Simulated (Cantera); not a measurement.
Feed: 1 mol SiCl₄, 3.3 mol HCl, 5.2 mol H₂, equilibrated at 9750 Torr.

These are equilibrium values from Cantera (NASA tables, ideal gas, pure condensed phases), not measurements of a reactor. Candidate condensed phases: Si; 19 gas species. Equilibrium is a limit: real reactors are often held back by kinetics, nucleation or transport.

### Question
At 925 K, list the 4 most abundant gas species with their mole fractions, and the condensed phases.

### Answer
H₂ 0.547, HCl 0.348, SiCl₄ 0.105, SiHCl₃ 0.000598. Condensed: gas only.
